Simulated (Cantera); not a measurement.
Charge: 1 mol SiHCl₃, 0.088 mol HCl, 5.9 mol H₂, held at 18000 Pa.

Points: T (K) = 825, 875, 925, 975, 1025, 1075, 1125, 1175, 1225, 1275, 1325, 1375, 1425.

Cantera's Mixture.equilibrate('TP', solver="vcs", rtol=1e-11, max_steps=5000) on the NASA tables stopped like this:

```
ERROR: FAILURE its = 5001!

*******************************************************************************
CanteraError thrown by MultiPhase::equilibrate:
VCS solver failed. Return code: -1
*******************************************************************************
```

Task: What got this run through?

Result: One answer among several that fit: The failure is numerical, not chemical. The same input converged with solver="gibbs", rtol=1e-10, max_steps=50000, and the result passed a check of the equilibrium conditions:
```
log10 of partial pressures in bar; condensed amounts in mol
       T/K        H2       HCL     SiCL4     SiCL2    SiHCL3     SiCL3   SiH2CL2    Si(cr)
       825    -0.800    -3.310    -1.831    -5.776    -2.229    -4.776    -3.700      0.17
       875    -0.800    -3.053    -1.832    -5.201    -2.239    -4.398    -3.685    0.1747
       925    -0.801    -2.826    -1.835    -4.691    -2.251    -4.063    -3.674    0.1814
       975    -0.803    -2.624    -1.842    -4.236    -2.264    -3.765    -3.666    0.1901
      1025    -0.806    -2.444    -1.853    -3.830    -2.280    -3.501    -3.663    0.2011
      1075    -0.809    -2.283    -1.870    -3.466    -2.302    -3.268    -3.666    0.2135
      1125    -0.814    -2.140    -1.896    -3.140    -2.330    -3.063    -3.675    0.2262
      1175    -0.820    -2.014    -1.935    -2.851    -2.368    -2.888    -3.692    0.2367
      1225    -0.827    -1.905    -1.992    -2.597    -2.419    -2.744    -3.721    0.2421
      1275    -0.835    -1.813    -2.073    -2.378    -2.489    -2.632    -3.763     0.239
      1325    -0.844    -1.738    -2.185    -2.194    -2.582    -2.557    -3.822    0.2258
      1375    -0.853    -1.679    -2.332    -2.046    -2.701    -2.520    -3.899    0.2033
      1425    -0.861    -1.637    -2.518    -1.934    -2.848    -2.523    -3.995    0.1758
```

The gas is ideal and each condensed phase is pure. The tables' values for SiCl3 are old estimates; treat these amounts as uncertain.
